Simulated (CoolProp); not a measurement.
A single-stage vapour-compression cycle with c-C4F8 (RC318): evaporating at 274.15 K (dew point), condensing at 294.15 K (bubble point), superheat 5 K, subcooling 0 K, compressor efficiency 0.7, no pressure losses. Each further row changes one setting.

Model: reference Helmholtz-energy equation of state, Platzer 1990, in CoolProp. This equation is an older, rougher fit; its heat capacities, sound speeds and derivatives of the liquid may be far off and weren't checked against measurements.

```tsv
case	cooling COP	pressure ratio	discharge temperature (K)	refrigerating effect (kJ/kg)	volumetric capacity (kJ/m³)
as stated	8.54	2.05	296.2	96.3	1170
evaporating temperature 279.15 K	11.9	1.69	296.8	99.8	1460
condensing temperature 289.15 K	11.8	1.73	292.1	102	1240
subcooling 5 K	9.03	2.05	296.2	102	1240
superheat 15 K	8.83	2.05	306.3	104	1220
compressor efficiency 0.6	7.32	2.05	298.5	96.3	1170
```
